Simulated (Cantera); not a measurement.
A closed system holds: 1 mol Cu2O, 0.5 mol CH4, 0.52 mol CO, at 1623.15 K and 0.340 bar.

Cantera equilibrium calculation (NASA polynomials, part measured and part estimated; ideal gas, pure solids and liquids). Candidate condensed phases: C, C6H6, C7H8, C8H18, Cu, CuO, Cu(OH)2, Cu2O, H2O; 113 gas species. Kinetics and transport are ignored.

Base state: CO 0.430, H2 0.322, H2O 0.173, CO2 0.0745, Cu 0.000164, H 6.74e-5 (mole fractions); condensed: Cu(l).

Question: What changes in the equilibrium state with this change: temperature from 1623.15 K to 1273.15 K?

Answer: 
| species | before | after |
|---|---|---|
| CO | 0.430 | 0.403 |
| H2 | 0.322 | 0.349 |
| H2O | 0.173 | 0.146 |
| CO2 | 0.0745 | 0.102 |
| Cu | 0.000164 | 2.43e-7 |
| H | 6.74e-5 | 7.25e-7 |
| Cu(l), mol | 2.00 | 0 |
| Cu(s), mol | 0 | 2.00 |

Question: What changes in the equilibrium state with this change: pressure from 0.340 bar to 24.0 Pa?

Answer: 
```json
[
 {"species": "CO", "before": "0.430", "after": "0.330"},
 {"species": "H2", "before": "0.322", "after": "0.246"},
 {"species": "Cu", "before": "0.000164", "after": "0.232"},
 {"species": "H2O", "before": "0.173", "after": "0.132"},
 {"species": "CO2", "before": "0.0745", "after": "0.0573"},
 {"species": "Cu2", "before": "1.33e-7", "after": "0.000189"},
 {"species": "OH", "before": "1.52e-6", "after": "5.00e-5"},
 {"species": "H", "before": "6.74e-5", "after": "0.00222"},
 {"species": "Cu(l), mol", "before": "2.00", "after": "1.39"}
]
```
